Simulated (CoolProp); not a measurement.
Properties of fluorine along the isobar 662 kPa (Tc = -128.7 °C, pc = 5240 kPa, ω = 0.045).

Computed with CoolProp (reference Helmholtz-energy equation of state, de Reuck 1990).

| T (°C) | phase | density (kg/m³) | speed of sound (m/s) |
|---|---|---|---|
| -194.45 | liquid | 1547 | 886.6 |
| -176.05 | liquid | 1414 | 719.4 |
| -157.55 | gas | 28.74 | 178.8 |
| -139.15 | gas | 23.88 | 196.6 |
| -120.75 | gas | 20.59 | 211.9 |
| -102.25 | gas | 18.15 | ___ |
| -83.85 | gas | 16.27 | 238.2 |
| -65.35 | gas | 14.75 | 249.9 |
| -46.95 | gas | 13.50 | 260.8 |
| -28.45 | gas | 12.45 | ___ |
| -10.05 | gas | 11.56 | ___ |
| 8.45 | gas | 10.78 | 290.2 |
| 26.85 | gas | 10.11 | 299.2 |

**Question.** What belongs in the gaps?

**Answer.** 
- -102.25, speed of sound (m/s): 225.6
- -28.45, speed of sound (m/s): 271.1
- -10.05, speed of sound (m/s): 280.9
